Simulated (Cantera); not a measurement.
Charge: 1 mol TiC, 0.31 mol C, 7.7 mol H2, equilibrated at 1.70 Pa.

Equilibrium computed with Cantera from the NASA thermochemical tables; the gas is ideal and each condensed phase is pure. Candidate condensed phases: C, C6H6, C7H8, C8H18, Ti, TiC; 77 gas species. TiC: taken at fixed stoichiometry. The numbers say what is thermodynamically allowed, not how fast it happens.

Task: Which condensed phases are stable at each of these points (T (K)): 1998, 2048, 2098, 2148, 2198, 2248, 2298, 2348, 2398, 2448, 2498, 2548, 2598, 2648?

Result: 
| T (K) | condensed phases | Ti condensed (%) |
|---|---|---|
| 1998 | C(graphite) + TiC(s) | 100.0 |
| 2048 | C(graphite) + TiC(s) | 99.9 |
| 2098 | C(graphite) + TiC(s) | 99.7 |
| 2148 | C(graphite) + TiC(s) | 99.3 |
| 2198 | C(graphite) + TiC(s) | 98.2 |
| 2248 | C(graphite) + TiC(s) | 95.9 |
| 2298 | C(graphite) + TiC(s) | 90.8 |
| 2348 | C(graphite) + TiC(s) | 80.3 |
| 2398 | C(graphite) + TiC(s) | 59.0 |
| 2448 | C(graphite) + TiC(s) | 16.4 |
| 2498 | gas only | 0.0 |
| 2548 | gas only | 0.0 |
| 2598 | gas only | 0.0 |
| 2648 | gas only | 0.0 |

From 1998 K to 2448 K the condensed part is C(graphite) + TiC(s). From 2498 K to 2648 K nothing is condensed.
